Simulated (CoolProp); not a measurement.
Sulfur dioxide along the isotherm 525 K: density (kg/m³) from the reference equation and from simpler models built on Tc = 430.6 K, pc = 7.887 MPa, ω = 0.256; each cubic takes its own stable root.

Values from CoolProp's reference Helmholtz-energy equation of state, Gao 2016.

```
p (MPa)          phase  reference  van der Waals  Soave-Redlich-Kwong
-------  -------------  ---------  -------------  -------------------
2.19               gas      33.77          33.91                33.72
4.38               gas      71.27          72.12                70.96
6.56               gas      113.2          116.0                112.2
8.75     supercritical      160.8          168.5                158.3
10.9     supercritical      214.1          231.9                208.6
13.1     supercritical      276.2          311.5                264.7
15.3     supercritical      345.5          394.0                323.9
17.5     supercritical      419.3          459.0                383.1
19.7     supercritical      491.8          505.9                439.0
21.9     supercritical      557.2          541.3                489.6
24.1     supercritical      613.3          569.3                534.5
26.2     supercritical      658.7          591.5                572.4
28.4     supercritical      698.9          611.3                607.6
30.6     supercritical      733.4          628.4                639.0
32.8     supercritical      763.3          643.6                667.1
35       supercritical      789.6          657.2                692.6
```
